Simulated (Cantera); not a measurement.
What does this Cantera script print?

```python
import numpy as np
import cantera as ct

gas_names = """
    B BN B2 N N2
""".split()
cond_names = """
    B(b) B(L) BN(s)
""".split()


# ... load() reads the species with a 1 bar reference pressure and builds the phases ...
atoms = {
    'BN': {'B': 1, 'N': 1},
    'N2': {'N': 2},
}
top_T = {'BN(s)': 3200}  # K; cautious upper limits of use, not melting points


# ... equilibrate(T, P, feed) seeds the gas with the atoms and calls Mixture.equilibrate('TP', solver="vcs", rtol=1e-11, max_steps=5000) ...
results = []
feed = {'BN': 1, 'N2': 0.052}  # mol
T = 2050  # K
P = 880  # Pa
mix = equilibrate(T, P, feed)
results.append((T, P, feed, dict(zip(mix.species_names, mix.species_moles))))
print(gas.report(threshold=0.001))
for i in range(1, mix.n_phases):
    print(f"{mix.phase(i).name:16s} {mix.phase_moles(i):12.5e} mol")
```

It prints:

```
       temperature   2050 K
          pressure   880 Pa
           density   0.0014463 kg/m^3
  mean mol. weight   28.014 kg/kmol
   phase of matter   gas

                          1 kg             1 kmol
                     ---------------   ---------------
          enthalpy        2.0667e+06        5.7897e+07  J
   internal energy        1.4583e+06        4.0853e+07  J
           entropy             10434        2.9229e+05  J/K
    Gibbs function       -1.9322e+07       -5.4129e+08  J
 heat capacity c_p            1288.6             36099  J/K
 heat capacity c_v            991.81             27785  J/K

                      mass frac. Y      mole frac. X     chem. pot. / RT
                     ---------------   ---------------   ---------------
                N2                 1           0.99999           -31.757
     [   +4 minor]        2.6547e-06        6.2084e-06

B(b)              0.00000e+00 mol
BN(s)             1.00000e+00 mol
```

Cantera equilibrium calculation (NASA polynomials, part measured and part estimated; ideal gas, pure solids and liquids).
